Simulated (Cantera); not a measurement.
# CF4 + H2 (fluorocarbon and chlorocarbon gases)

Input: 1 mol CF4, a varied amount of H2, at 2075 K and 1.20 mbar.

Equilibrium computed with Cantera from the NASA thermochemical tables; the gas is ideal and each condensed phase is pure. Candidate condensed phases: C, C6H6, C7H8, C8H18; 95 gas species. Gases not in the tables: C2F6 and larger saturated fluorocarbons. Equilibrium is a limit: real reactors are often held back by kinetics, nucleation or transport.

At 0.22 mol H2 nothing is condensed. From 0.34 mol H2 to 3.2 mol H2 the condensed part is C(graphite). The main C-bearing gas is CF4 at 0.22 mol H2 and C2H2 (acetylene) at 3.2 mol H2. The share of C in condensed phases is highest at 2.1 mol H2 (100.0 %) and lowest at 0.22 mol H2 (0.0 %).

```csv
n(H2) (mol),x HF,x F,x CF2,x CF4,x H2,x H,x CF3,n C(graphite)
0.22,0.222,0.273,0.242,0.253,1.19e-9,2.65e-6,0.00822,0
0.34,0.313,0.231,0.256,0.191,3.32e-9,4.43e-6,0.00735,0.0112
0.54,0.438,0.210,0.213,0.132,7.77e-9,6.78e-6,0.00557,0.131
0.84,0.582,0.182,0.158,0.0733,1.85e-8,1.04e-5,0.00358,0.317
1.3,0.753,0.135,0.0876,0.0224,5.58e-8,1.82e-5,0.00147,0.612
2.1,0.970,0.000298,4.26e-7,<1e-12,0.0191,0.0106,1.58e-11,1.000
3.2,0.756,7.01e-5,2.36e-8,<1e-12,0.209,0.0351,<1e-12,0.997
```
x: gas mole fraction; n: condensed amount in mol.
